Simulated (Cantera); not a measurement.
Input: 1 mol NaOH, 0.1 mol CO2, 2 mol H2O, at 1800 K and 0.000390 bar.

Method: chemical equilibrium by Gibbs-energy minimisation in Cantera with the NASA 1993 tables (ideal gas, pure condensed phases). Candidate condensed phases: C, C6H6, C7H8, C8H18, H2O, Na, NaOH, NaO2, Na2CO3, Na2O, Na2O2; 117 gas species. Equilibrium is a limit: real reactors are often held back by kinetics, nucleation or transport.

Base state: H2O 0.632, Na 0.241, O2 0.0616, CO2 0.0251, NaOH 0.0203, OH 0.00908, H2 0.00694, O 0.00153 (mole fractions); condensed: gas only.

Problem. What changes in the equilibrium state with this change: CO2 from 0.1 to 0.94 mol?

Solution. 
| species | before | after |
|---|---|---|
| H2O | 0.632 | 0.515 |
| Na | 0.241 | 0.198 |
| CO2 | 0.0251 | 0.192 |
| NaOH | 0.0203 | 0.0146 |
| O2 | 0.0616 | 0.0545 |
| CO | 0.00105 | 0.00856 |
| NaO | 0.000221 | 0.000171 |
| H2 | 0.00694 | 0.00602 |
| OH | 0.00908 | 0.00795 |

Problem. What changes in the equilibrium state with this change: temperature from 1800 K to 1275 K?

Solution. 
| species | before | after |
|---|---|---|
| H2O | 0.632 | 0.646 |
| NaOH | 0.0203 | 0.275 |
| Na | 0.241 | 0.0379 |
| O2 | 0.0616 | 0.00947 |
| CO2 | 0.0251 | 0.0313 |
| Na2(OH)2 | 1.43e-9 | 9.81e-5 |
| H | 0.00151 | 1.61e-7 |
| O | 0.00153 | 5.50e-7 |
| CO | 0.00105 | 1.50e-6 |
| H2 | 0.00694 | 1.85e-5 |
